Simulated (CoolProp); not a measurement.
A closed Brayton cycle with nitrogen: compressor inlet 332.15 K and 5.7 MPa, high pressure 13 MPa, turbine inlet 725 K, compressor efficiency 0.85, turbine efficiency 0.93, recuperator effectiveness 0 (on enthalpy, no pinch check). Each further row changes one setting.

Values from CoolProp's reference Helmholtz-energy equation of state, Span 2000.

```csv
case,thermal efficiency (%),net work (kJ/kg),compressor to turbine work,compressor exit (K),turbine exit (K)
as stated,13.1,42.2,0.73,437.1,588.4
turbine inlet 675 K,11.9,31.5,0.78,437.1,546.5
compressor inlet 342.15 K,12.6,38.7,0.75,450.2,588.4
high pressure 11 MPa,11.2,38.6,0.69,413.8,614.0
recuperator effectiveness 0.5,17.7,42.2,0.73,437.1,588.4
```
